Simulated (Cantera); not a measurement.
An isothermal plug-flow reactor at 1000 K and 35000 Pa (inlet), inlet velocity 1.7 m/s, active area per volume 1300 1/m; feed 0.284 % H2, 5.33 % O2, 93.6 % N2, 0.829 % H2O, equivalence ratio 0.027.

Model: Deutschmann's 1995 Pt surface mechanism with GRI-Mech 3.0 gas chemistry, integrated in Cantera. Catalytic surfaces can have several steady states; this one follows from the mechanism file's or the stated starting coverage. Mass transfer to the wall is taken as infinitely fast.

x: gas mole fraction; θ: surface coverage.

```json
[
 {"z (m)": "0.00016", "x H2": "…", "x O2": "0.0523", "x H2O": "0.0105", "θ free Pt": "0.297", "θ O*": "0.702", "θ OH*": "0.00127"},
 {"z (m)": "0.00029", "x H2": "…", "x O2": "0.0521", "x H2O": "0.0109", "θ free Pt": "0.293", "θ O*": "0.706", "θ OH*": "0.00127"},
 {"z (m)": "0.00051", "x H2": "…", "x O2": "0.0520", "x H2O": "0.0111", "θ free Pt": "0.291", "θ O*": "0.707", "θ OH*": "0.00128"},
 {"z (m)": "0.00091", "x H2": "…", "x O2": "0.0519", "x H2O": "0.0111", "θ free Pt": "0.291", "θ O*": "0.708", "θ OH*": "0.00128"},
 {"z (m)": "0.0016", "x H2": "…", "x O2": "0.0519", "x H2O": "0.0111", "θ free Pt": "0.291", "θ O*": "0.708", "θ OH*": "0.00128"},
 {"z (m)": "0.0029", "x H2": "1.87e-10", "x O2": "0.0519", "x H2O": "0.0111", "θ free Pt": "0.291", "θ O*": "0.708", "θ OH*": "0.00128"},
 {"z (m)": "0.0051", "x H2": "1.87e-10", "x O2": "0.0519", "x H2O": "0.0111", "θ free Pt": "0.291", "θ O*": "0.708", "θ OH*": "0.00128"},
 {"z (m)": "0.0091", "x H2": "1.87e-10", "x O2": "0.0519", "x H2O": "0.0111", "θ free Pt": "0.291", "θ O*": "0.708", "θ OH*": "0.00128"},
 {"z (m)": "0.016", "x H2": "1.87e-10", "x O2": "0.0519", "x H2O": "0.0111", "θ free Pt": "0.291", "θ O*": "0.708", "θ OH*": "0.00128"}
]
```

Some entries are withheld; supply them.


- 0.00016, x H2: 0.000688
- 0.00029, x H2: 0.000225
- 0.00051, x H2: 3.45e-5
- 0.00091, x H2: 1.15e-6
- 0.0016, x H2: 3.44e-9
